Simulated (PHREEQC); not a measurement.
Model water analysis in mmol/kgw, 25 °C, pH 3.52, pe 10.5:

| constituent | mmol/kgw |
|---|---|
| Na | 2.67 |
| K | 0.263 |
| Ca | 1.8 |
| Mg | 1.48 |
| Cl | 1.95 |
| S(6) | 4.1 |
| Sr | 0.00118 |

Cl is adjusted to close the charge balance.
Valence states are taken as typed.

All values are PHREEQC results (ion-association model, phreeqc.dat), not measurements.

This is a speciation only: nothing precipitates in the calculation.

Problem. Estimate the ionic strength.

Solution. ionic strength 0.0143 mol/kgw.

Problem. In which forms is K present?

Solution. K+ 99 %, KSO4- 1.4 % of the K.
